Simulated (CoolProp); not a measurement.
The fluid at 293.15 K and 0.517 MPa flows at 10 m/s in a round tube of 25 mm bore and 0.25 µm roughness, fully developed (64/Re and Nu = 3.66 if laminar; Colebrook and Gnielinski if turbulent). The same conditions are run with several fluids, on thermodynamics alone (safety and materials aside).

The numbers come from the reference Helmholtz-energy equation of state of each fluid (ammonia: Gao 2020; nitrogen: Span 2000; R507A: Lemmon 2003; R22: Kamei 1995; CF4 (R14): Platzer 1990) in CoolProp. The equations of Platzer and Polt are older, rougher fits. Blends and air are pseudo-pure fits.

**Question.** Rank ammonia, nitrogen, R507A, R22, CF4 (R14) by Reynolds number, highest first.

**Answer.** R507A (479000), R22 (369000), CF4 (R14) (277000), ammonia (98300), nitrogen (84400)

| fluid | Darcy friction factor | pressure drop (Pa/m) | heat-transfer coefficient (W/(m² K)) | mass flow (kg/h) |
|---|---|---|---|---|
| ammonia | 0.0181 | 139 | 222 | 68.0 |
| nitrogen | 0.0187 | 222 | 164 | 105 |
| R507A | 0.0134 | 621 | 387 | 410 |
| R22 | 0.0140 | 562 | 268 | 354 |
| CF4 (R14) | 0.0148 | 563 | 270 | 337 |

Transport values come from each fluid's own correlations; those of R22, CF4 (R14) are estimates that may be off by 10 % or more.
